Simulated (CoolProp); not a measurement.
The fluoroketone C6F12O (FK-5-1-12) at several states: density (kg/m³) from the reference equation and from simpler models built on Tc = 441.8 K, pc = 1869 kPa, ω = 0.471; each cubic takes its own stable root.

Model: reference Helmholtz-energy equation of state, McLinden 2015, in CoolProp.

```json
[
 {"T (K)": "205.1", "p (kPa)": "65.4", "phase": "liquid", "reference": "1861"},
 {"T (K)": "464.9", "p (kPa)": "10.9", "phase": "gas", "reference": "0.8927"},
 {"T (K)": "444.9", "p (kPa)": "1270", "phase": "gas", "reference": "151.4"}
]
```

**Question.** How far does each simpler model (van der Waals, Redlich-Kwong, Soave-Redlich-Kwong, Peng-Robinson) lie from the reference over these 3 states: mean and median of the absolute difference, and the worst?

**Answer.** 
- van der Waals: mean 15.6 %, median 4.4 %, worst -42.2 % at 205.1 K and 65.4 kPa
- Redlich-Kwong: mean 5.0 %, median 0.8 %, worst -14.1 % at 205.1 K and 65.4 kPa
- Soave-Redlich-Kwong: mean 4.0 %, median 1.2 %, worst -10.7 % at 205.1 K and 65.4 kPa
- Peng-Robinson: mean 0.7 %, median 0.2 %, worst +2.0 % at 444.9 K and 1270 kPa
